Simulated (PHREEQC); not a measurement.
Dissolve 8.1 mmol/kgw HF, 1.4 mmol/kgw KF and 0.0056 mmol/kgw H4SiO4 at 25 °C. Closed to the air; pH follows from the charge balance.

All values are PHREEQC results (ion-association model, phreeqc.dat), not measurements.

No solid was allowed to form.

**Question.** Predict the pH, specific conductance.

**Answer.** pH 2.81; specific conductance 799 µS/cm.

**Question.** In which forms is F present?

**Answer.** HF 67 %, F- 31 %, HF2- 1.5 % of the F.

Complexes and solids missing from the database can't appear. SiF6-2 is the database's only silicon fluoride.
